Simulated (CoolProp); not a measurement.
Vapour-liquid equilibrium of R13 (1) + propylene (2) at 12.6 bar; x and y are mole fractions of (1).

Model: multi-fluid Helmholtz-energy mixture model, Platzer 1990 and Lemmon 2013; pair parameters Bell 2016, in CoolProp. This equation is an older, rougher fit; its heat capacities, sound speeds and derivatives of the liquid may be far off and weren't checked against measurements.

Q: Give the bubble temperature and the first vapour's composition at x = 0.05, 0.65, 0.875. Is there an azeotrope?

A: x = 0.05: 295.9 K, y = 0.147; x = 0.65: 264.1 K, y = 0.809; x = 0.875: 258.9 K, y = 0.927. No azeotrope shows between x = 0.05 and 0.95.

The pair parameters rest on a limited set of measurements; away from them the model extrapolates.
